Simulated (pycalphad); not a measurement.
Source of the numbers: pycalphad with the COST 507 light-alloy database (1999); pressure 1 atm. The database dates from 1999; later assessments differ in places, in temperatures and in the compounds included. Amounts are mole fractions of atoms. Diffusion is slow at the low end, where real alloys seldom reach equilibrium.

Q: Give the equilibrium state of Ti-55.8B (at.%) at 627 °C.

A: 
```
T = 900.00 K, P = 101325 Pa, N = 1 mol of atoms
G = -113634 J/mol, H = -78190 J/mol, S = 39.38 J/(mol K)  (SER reference)
chemical potentials (J/mol): Ti -47732, B -165836
phase             fraction      x(Ti)       x(B)
B4M3                0.8120     0.4286     0.5714
BM                  0.1880     0.5000     0.5000
```

Q: Give the equilibrium state of Ti-55.8B (at.%) at 2327 °C.

A: 
```
T = 2600.00 K, P = 101325 Pa, N = 1 mol of atoms
G = -214000 J/mol, H = -6745 J/mol, S = 79.71 J/(mol K)  (SER reference)
chemical potentials (J/mol): Ti -213336, B -214526
phase             fraction      x(Ti)       x(B)
B2M                 0.5895     0.3333     0.6667
LIQUID              0.4105     0.5981     0.4019
```

Database names, with the compositions (at.%) that they take in these runs: B2M: B 67 Ti 33; B4M3: B 57 Ti 43; BM: Ti 50 B 50.
